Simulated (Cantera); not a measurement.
What does this Cantera script print?

```python
import numpy as np
import cantera as ct

gas_names = """
    CL CL2 H HCL H2 Si SiCL SiCL2 SiCL3 SiCL4 SiH SiHCL3 SiH2 SiH2CL2 SiH3 SiH3CL SiH4 Si2 Si3
""".split()
cond_names = """
    Si(cr) Si(L)
""".split()


# ... load() reads the species with a 1 bar reference pressure and builds the phases ...
atoms = {
    'Si2Cl6': {'Si': 2, 'CL': 6},
    'Cl2': {'CL': 2},
    'H2': {'H': 2},
}
top_T = {}  # K; cautious upper limits of use, not melting points


# ... equilibrate(T, P, feed) seeds the gas with the atoms and calls Mixture.equilibrate('TP', solver="vcs", rtol=1e-11, max_steps=5000) ...
results = []
feed = {'Si2Cl6': 1, 'Cl2': 0.019, 'H2': 740}  # mol
T = 1248  # K
P = 101325  # Pa
mix = equilibrate(T, P, feed)
results.append((T, P, feed, dict(zip(mix.species_names, mix.species_moles))))
x = sorted(zip(gas.X, gas.species_names), reverse=True)
print(f"T = {T:g} K  P = {P:g} Pa  gas = {mix.phase_moles(0):.4g} mol")
print("   x: " + "  ".join(f"{s} {v:.3e}" for v, s in x if v > 1e-06))
print("   condensed (mol): " + ("  ".join(f"{mix.phase(i).name} {mix.phase_moles(i):.4g}"
      for i in range(1, mix.n_phases) if mix.phase_moles(i) > 1e-12) or "none"))
```

It prints:

```
T = 1248 K  P = 101325 Pa  gas = 742.9 mol
   x: H2 9.923e-01  HCL 7.368e-03  SiCL2 1.373e-04  SiHCL3 8.211e-05  SiH2CL2 5.292e-05  SiCL3 1.815e-05  SiCL4 1.731e-05  SiH3CL 9.459e-06
   condensed (mol): Si(cr) 1.764
```

Method: chemical equilibrium by Gibbs-energy minimisation in Cantera with the NASA 1993 tables (ideal gas, pure condensed phases). The feed counts by its element totals alone. The tables' values for SiCl3 are old estimates; treat these amounts as uncertain.
